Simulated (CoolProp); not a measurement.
The fluid at 436.53 K and 0.346 MPa flows at 12 m/s in a round tube of 1 mm bore and 0.25 µm roughness, fully developed (64/Re and Nu = 3.66 if laminar; Colebrook and Gnielinski if turbulent). The same conditions are run with several fluids, on thermodynamics alone (safety and materials aside).

The numbers come from the reference Helmholtz-energy equation of state of each fluid (R22: Kamei 1995; n-pentane: Thol 2019; R123: Younglove 1994; R13: Platzer 1990; C3F8 (R218): Lemmon 2006) in CoolProp. The equations of Platzer and Polt are older, rougher fits.

```tsv
fluid	Reynolds number	Darcy friction factor	pressure drop (Pa/m)	heat-transfer coefficient (W/(m² K))	mass flow (kg/h)
R22	5020	0.0376	22600	364	0.283
n-pentane	8920	0.0322	16700	?	0.245
R123	11800	0.0300	?	607	0.515
R13	?	0.0358	25900	421	0.341
C3F8 (R218)	12100	0.0298	39200	864	?
```

Q: Fill in the missing entries.

A: 
- n-pentane, heat-transfer coefficient (W/(m² K)): 850
- R123, pressure drop (Pa/m): 32700
- R13, Reynolds number: 5980
- C3F8 (R218), mass flow (kg/h): 0.619

Transport values come from each fluid's own correlations; those of R22, n-pentane, R13, C3F8 (R218) are estimates that may be off by 10 % or more.
